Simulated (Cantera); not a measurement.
**AlN + I2 + O2 (chemical vapour transport)**

A closed system holds: 1 mol AlN, 1 mol I2, 1.5 mol O2, held at 10000 Pa.

Cantera equilibrium calculation (NASA polynomials, part measured and part estimated; ideal gas, pure solids and liquids). Candidate condensed phases: Al, AlI3, AlN, Al2O3, I2; 21 gas species. Rates play no part.

From 923 K to 1573 K the condensed part is Al2O3(s).

| T (K) | log p I | log p I2 | log p O2 | log p N2 | log p NO | log p O | n Al2O3(s) |
|---|---|---|---|---|---|---|---|
| 923 | -2.29 | -1.39 | -1.49 | -1.66 | -6.09 | -11.65 | 0.500 |
| 973 | -2.08 | -1.42 | -1.50 | -1.67 | -5.83 | -10.92 | 0.500 |
| 1023 | -1.89 | -1.45 | -1.51 | -1.68 | -5.60 | -10.26 | 0.500 |
| 1073 | -1.74 | -1.51 | -1.52 | -1.70 | -5.40 | -9.66 | 0.500 |
| 1123 | -1.60 | -1.58 | -1.53 | -1.71 | -5.21 | -9.12 | 0.500 |
| 1173 | -1.50 | -1.67 | -1.55 | -1.73 | -5.05 | -8.63 | 0.500 |
| 1223 | -1.41 | -1.78 | -1.57 | -1.75 | -4.90 | -8.18 | 0.500 |
| 1273 | -1.35 | -1.92 | -1.59 | -1.76 | -4.77 | -7.76 | 0.500 |
| 1323 | -1.30 | -2.07 | -1.60 | -1.78 | -4.64 | -7.38 | 0.500 |
| 1373 | -1.27 | -2.23 | -1.61 | -1.79 | -4.52 | -7.02 | 0.500 |
| 1423 | -1.25 | -2.39 | -1.62 | -1.80 | -4.40 | -6.68 | 0.500 |
| 1473 | -1.24 | -2.56 | -1.63 | -1.80 | -4.29 | -6.37 | 0.500 |
| 1523 | -1.23 | -2.72 | -1.63 | -1.81 | -4.19 | -6.07 | 0.500 |
| 1573 | -1.22 | -2.88 | -1.63 | -1.81 | -4.09 | -5.80 | 0.500 |
log p: log10 of the partial pressure in bar; n: condensed amount in mol.
